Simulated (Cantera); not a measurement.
Feed: 1 mol CF4, 7.1 mol H2, at 1.88 Torr.

Equilibrium computed with Cantera from the NASA thermochemical tables; the gas is ideal and each condensed phase is pure. Candidate condensed phases: C, C6H6, C7H8, C8H18; 95 gas species. Kinetics and transport are ignored.

x: gas mole fraction; n: condensed amount in mol.

| T (°C) | x H2 | x H | x HF | x C2H2 (acetylene) | x F | n C(graphite) |
|---|---|---|---|---|---|---|
| 1200 | 0.560 | 0.000189 | 0.440 | 3.65e-6 | 3.35e-9 | 1.000 |
| 1350 | 0.560 | (withheld) | 0.439 | (withheld) | (withheld) | 1.000 |
| 1500 | 0.557 | 0.00425 | 0.439 | 7.80e-5 | 4.86e-7 | 0.999 |
| 1650 | 0.549 | 0.0140 | 0.436 | 0.000248 | 3.30e-6 | 0.995 |
| 1800 | 0.530 | 0.0383 | 0.431 | 0.000649 | 1.71e-5 | 0.988 |
| 1950 | 0.489 | 0.0896 | 0.420 | 0.00142 | 7.14e-5 | 0.973 |
| 2100 | (withheld) | (withheld) | 0.400 | (withheld) | (withheld) | 0.946 |
| 2250 | 0.314 | 0.311 | 0.370 | 0.00373 | 0.000814 | 0.901 |
| 2400 | 0.198 | 0.456 | 0.334 | 0.00423 | 0.00245 | 0.771 |

Task: What belongs in the gaps?

Result: 
- 2100, x H2: 0.417
- 2100, x H: 0.180
- 2100, x C2H2 (acetylene): 0.00257
- 2100, x F: 0.000255
- 1350, x H: 0.00103
- 1350, x C2H2 (acetylene): 1.95e-5
- 1350, x F: 5.06e-8
